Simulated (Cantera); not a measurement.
A closed system holds: 1 mol BN, 1.1 mol F2, 1.1 mol H2, 1.2 mol O2, equilibrated at 1223 K and 13300 Pa.

Method: chemical equilibrium by Gibbs-energy minimisation in Cantera with the NASA 1993 tables (ideal gas, pure condensed phases). Candidate condensed phases: B, BN, B2O3, B3O3H3, H2O; 62 gas species. Gases not in the tables: H3BO3. The numbers say what is thermodynamically allowed, not how fast it happens.

Base state: HF 0.265, H2O 0.242, N2 0.171, O2 0.154, BF3 0.142, B3O3F3 0.0188, BOF 0.00581, HBO2 0.00155 (mole fractions); condensed: B2O3(l).

Q: What changes in the equilibrium state with this change: H2 from 1.1 to 42 mol?

A: 
```json
[
 {"species": "H2", "before": "3.44e-8", "after": "0.919"},
 {"species": "HF", "before": "0.265", "after": "0.0310"},
 {"species": "H2O", "before": "0.242", "after": "0.0302"},
 {"species": "O2", "before": "0.154", "after": "<1e-9"},
 {"species": "B3O3F3", "before": "0.0188", "after": "0.000687"},
 {"species": "BF3", "before": "0.142", "after": "0.00518"},
 {"species": "N2", "before": "0.171", "after": "0.0115"},
 {"species": "NO", "before": "9.26e-5", "after": "<1e-9"},
 {"species": "BOF2", "before": "2.95e-5", "after": "<1e-9"},
 {"species": "BHF2", "before": "<1e-9", "after": "1.27e-5"},
 {"species": "(HBO2)3", "before": "0.000468", "after": "2.05e-5"},
 {"species": "BOF", "before": "0.00581", "after": "0.00193"},
 {"species": "B2O3(l), mol", "before": "0.197", "after": "0.287"}
]
```

Q: What changes in the equilibrium state with this change: temperature from 1223 K to 823.15 K?

A: 
| species | before | after |
|---|---|---|
| H2O | 0.242 | 0.323 |
| BF3 | 0.142 | 0.206 |
| N2 | 0.171 | 0.177 |
| HF | 0.265 | 0.115 |
| B3O3F3 | 0.0188 | 0.0152 |
| O2 | 0.154 | 0.159 |
| BOF | 0.00581 | 8.25e-7 |
| HBO2 | 0.00155 | 4.32e-7 |
| BOF2 | 2.95e-5 | 8.98e-8 |
| NO | 9.26e-5 | 1.21e-6 |
| B2O3(l), mol | 0.197 | 0.122 |
